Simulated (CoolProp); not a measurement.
Vapour-liquid equilibrium of R152A (1) + n-pentane (2) at 315.1 K; x and y are mole fractions of (1).

Values from CoolProp's multi-fluid Helmholtz-energy mixture model, Outcalt 1996 and Thol 2019; pair parameters Bell 2016.

```
x     bubble pressure, mixture model (MPa)  bubble pressure, Raoult's law (MPa)  y, mixture model  y, Raoult's law
----  ------------------------------------  -----------------------------------  ----------------  ---------------
0.05                                0.2464                               0.1651             0.500            0.290
0.2                                 0.5035                               0.2902             0.766            0.660
0.35                                0.6455                               0.4153             0.828            0.807
0.5                                 0.7301                               0.5404             0.859            0.886
0.65                                0.7952                               0.6656             0.884            0.935
0.8                                 0.8609                               0.7907             0.918            0.969
0.95                                0.9333                               0.9158             0.973            0.993
```

The largest gap from Raoult's law is +73.5 % in bubble pressure, at x = 0.2. No azeotrope shows between x = 0.05 and 0.95.

The pair parameters rest on a limited set of measurements; away from them the model extrapolates. With so large a gap from Raoult's law the liquid may split in two, which this calculation doesn't test in full.
